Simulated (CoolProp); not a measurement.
Hexamethyldisiloxane (MM) at several states: Z from the reference equation and from simpler models built on Tc = 245.6 °C, pc = 1.931 MPa, ω = 0.418; each cubic takes its own stable root.

The numbers come from the reference Helmholtz-energy equation of state, Thol 2016 in CoolProp.

| T (°C) | p (MPa) | phase | reference |
|---|---|---|---|
| 228.55 | 4.89 | liquid | 0.3644 |
| 332.55 | 0.484 | gas | 0.9481 |
| 107.55 | 0.168 | liquid | 0.01293 |

Task: How far does each simpler model (van der Waals, Redlich-Kwong, Soave-Redlich-Kwong, Peng-Robinson) lie from the reference over these 3 states: mean and median of the absolute difference, and the worst?

Result: 
- van der Waals: mean 2413.7 %, median 41.8 %, worst +7199.3 % at 107.55 °C and 0.168 MPa
- Redlich-Kwong: mean 2355.5 %, median 11.5 %, worst +7054.7 % at 107.55 °C and 0.168 MPa
- Soave-Redlich-Kwong: mean 5.8 %, median 7.3 %, worst +9.5 % at 228.55 °C and 4.89 MPa
- Peng-Robinson: mean 2.5 %, median 2.0 %, worst -5.3 % at 107.55 °C and 0.168 MPa

At some of these states van der Waals, Redlich-Kwong gives the other phase, because its saturation line lies elsewhere.
